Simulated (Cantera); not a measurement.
An isothermal, constant-pressure homogeneous reactor starts with H2 : O2 = 0.0052 : 1 (molar parts), equivalence ratio 0.0026, at 1400 K and 10.00 Torr.

Computed with Cantera and GRI-Mech 3.0 (53 species, 325 reactions). Radical loss at walls, strong at low pressure, is not modelled.

One state of this run: x H2 = 2.04e-8; x O2 = 0.995; x H2O2 = 6.66e-11; x OH = 3.05e-5; x HO2 = 2.24e-8; x O = 8.23e-6; x H2O = 0.00517. x: mole fraction; the columns are a selection and need not sum to one.

Question: Which value of t (s) does it belong to?
A. 0.724
B. 0.235
C. 6.86
D. 200

Answer: D, 200
